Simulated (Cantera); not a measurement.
Feed: 1 mol c-C₄F₈, 1.6 mol CH₄, held at 2650 K and 23.0 Pa.

Method: chemical equilibrium by Gibbs-energy minimisation in Cantera with the NASA 1993 tables (ideal gas, pure condensed phases). Candidate condensed phases: C, C₆H₆, C₇H₈, C₈H₁₈; 95 gas species. The feed counts by its element totals alone. Rates play no part.

Base state: HF 0.641, F 0.243, H 0.0759, C₃ 0.0195, CF 0.0123, C 0.00506, C₂ 0.00184, H₂ 0.000604 (mole fractions); condensed: C(graphite).

Question: What changes in the equilibrium state with this change: pressure from 23.0 Pa to 0.420 bar?

Answer: 
```json
[
 {"species": "HF", "before": "0.641", "after": "0.865"},
 {"species": "CF₂", "before": "0.000574", "after": "0.0649"},
 {"species": "F", "before": "0.243", "after": "0.0605"},
 {"species": "H", "before": "0.0759", "after": "0.000226"},
 {"species": "C₃", "before": "0.0195", "after": "1.07e-5"},
 {"species": "CF", "before": "0.0123", "after": "0.00305"},
 {"species": "CF₄", "before": "<1e-9", "after": "0.00453"},
 {"species": "CF₃", "before": "3.32e-8", "after": "0.00170"},
 {"species": "C(graphite), mol", "before": "4.88", "after": "5.05"}
]
```
Gases not in the tables: C₂F₆ and larger saturated fluorocarbons.

Question: What changes in the equilibrium state with this change: CH₄ from 1.6 to 0.01 mol?

Answer: 
| species | before | after |
|---|---|---|
| F | 0.243 | 0.914 |
| CF | 0.0123 | 0.0461 |
| C₃ | 0.0195 | 0.0195 |
| HF | 0.641 | 0.00476 |
| H | 0.0759 | 0.000150 |
| H₂ | 0.000604 | 2.36e-9 |
| C₂H₂ (acetylene) | 1.18e-5 | <1e-9 |
| C₂H | 0.000144 | 2.85e-7 |
| CF₂ | 0.000574 | 0.00811 |
| C(graphite), mol | 4.88 | 3.02 |
